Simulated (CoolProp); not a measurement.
Vapour-liquid equilibrium of ethylene (1) + ethane (2) at 0.273 MPa; x and y are mole fractions of (1).

Model: multi-fluid Helmholtz-energy mixture model, Smukala 2000 and Bücker 2006; pair parameters Bell 2016, in CoolProp.

```
x      bubble temperature (°C)  y at the bubble point  dew temperature at overall composition x (°C)  liquid density (mol/L)
-----  -----------------------  ---------------------  ---------------------------------------------  ----------------------
0.05                     -69.5                  0.105                                          -68.7                   17.31
0.125                    -71.4                  0.237                                          -69.8                   17.47
0.2                      -73.1                  0.346                                          -70.9                   17.63
0.275                    -74.6                  0.440                                          -72.0                   17.78
0.35                     -76.0                  0.523                                          -73.2                   17.93
0.425                    -77.2                  0.596                                          -74.4                   18.08
0.5                      -78.4                  0.664                                          -75.6                   18.23
0.575                    -79.5                  0.725                                          -76.9                   18.38
0.65                     -80.5                  0.783                                          -78.1                   18.53
0.725                    -81.5                  0.836                                          -79.5                   18.68
0.8                      -82.5                  0.886                                          -80.8                   18.83
0.875                    -83.4                  0.931                                          -82.3                   18.99
0.95                     -84.3                  0.974                                          -83.8                   19.14
```

No azeotrope shows between x = 0.05 and 0.95.

The pair parameters rest on a limited set of measurements; away from them the model extrapolates.
